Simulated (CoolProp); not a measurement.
Model: reference Helmholtz-energy equation of state, Span 1996, in CoolProp.

### Question
For carbon dioxide, give the phase and the conductivity (mW/(m K)), Prandtl number at 387.7 K and 10.3 MPa; 470.7 K and 10.3 MPa.

### Answer
- 387.7 K and 10.3 MPa: supercritical; conductivity 32.1, Prandtl number 0.991
- 470.7 K and 10.3 MPa: supercritical; conductivity 35.4, Prandtl number 0.833

Viscosity comes from a separate model (Laesecke 2017). Thermal conductivity comes from a separate model (Huber 2016).
